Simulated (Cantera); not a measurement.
Cantera run, input and output.

```python
import numpy as np
import cantera as ct

gas = ct.Solution("h2o2.yaml")


def delay(T, t_max=10):
    gas.TPX = T, 101325, {'H2': 1, 'O2': 1.04, 'N2': 3.92}
    reactor = ct.IdealGasReactor(gas, clone=False)
    net = ct.ReactorNet([reactor])
    net.rtol, net.atol = 1e-8, 1e-16
    while net.time < t_max:
        t_old, T_old = net.time, reactor.T
        net.step()
        if reactor.T > T + 400:  # ignition: a rise of 400 K
            return t_old + (T + 400 - T_old) / (reactor.T - T_old) * (net.time - t_old)
    return np.nan


taus = []
for T in [1123, 1223, 1323, 1423, 1523, 1623, 1723]:
    taus.append(delay(T))
    print(f"T0 = {T:6g} K   tau = {taus[-1]:.4e} s")

# d ln(tau) / d ln(k), from doubling and halving each rate constant
T, sens = 1723, []
for i in range(gas.n_reactions):
    gas.set_multiplier(2.0, i)
    up = delay(T)
    gas.set_multiplier(0.5, i)
    down = delay(T)
    gas.set_multiplier(1.0, i)
    sens.append((np.log(up / down) / np.log(4.0), gas.reaction(i).equation))
sens.sort(key=lambda x: -abs(x[0]))
print(f"sensitivities at {T} K")
for s, eq in sens[:10]:
    print(f"{s:8.3f}  {eq}")
```

It prints:

```
T0 =   1123 K   tau = 7.5775e-05 s
T0 =   1223 K   tau = 4.2980e-05 s
T0 =   1323 K   tau = 2.9119e-05 s
T0 =   1423 K   tau = 2.2474e-05 s
T0 =   1523 K   tau = 1.9388e-05 s
T0 =   1623 K   tau = 1.8378e-05 s
T0 =   1723 K   tau = 1.8756e-05 s
sensitivities at 1723 K
  -0.262  H + O2 + H2O <=> HO2 + H2O
  -0.195  H + O2 <=> O + OH
  -0.131  H + OH + M <=> H2O + M
  -0.107  H + O2 + N2 <=> HO2 + N2
  -0.083  H2 + O <=> H + OH
  -0.062  H2 + OH <=> H + H2O
  -0.042  H + O2 + M <=> HO2 + M
  -0.033  2 OH (+M) <=> H2O2 (+M)
  -0.032  H + HO2 <=> H2 + O2
  -0.019  2 H + H2O <=> H2 + H2O
```

Model: the H2/O2 subset of GRI-Mech 3.0, which has no nitrogen chemistry, integrated in Cantera. Where the delays flatten at high temperature, the 400 K rule measures the pace of heat release, not the induction time.
